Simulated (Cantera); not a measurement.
A closed system holds: 1 mol SiCl₄, 2.2 mol Cl₂, 0.77 mol H₂, held at 1550 K and 570000 Pa.

These are equilibrium values from Cantera (NASA tables, ideal gas, pure condensed phases), not measurements of a reactor. Candidate condensed phases: Si; 19 gas species. The tables' values for SiCl₃ are old estimates; treat these amounts as uncertain. Equilibrium is a limit: real reactors are often held back by kinetics, nucleation or transport.

Base state: HCl 0.384, Cl₂ 0.347, SiCl₄ 0.249, Cl 0.0200, SiCl₃ 1.08e-5 (mole fractions); condensed: gas only.

**Question.** What changes in the equilibrium state with this change: pressure from 570000 Pa to 100000 Pa?

**Answer.** 
| species | before | after |
|---|---|---|
| HCl | 0.384 | 0.379 |
| Cl₂ | 0.347 | 0.329 |
| SiCl₄ | 0.249 | 0.246 |
| Cl | 0.0200 | 0.0464 |
| SiCl₃ | 1.08e-5 | 2.62e-5 |
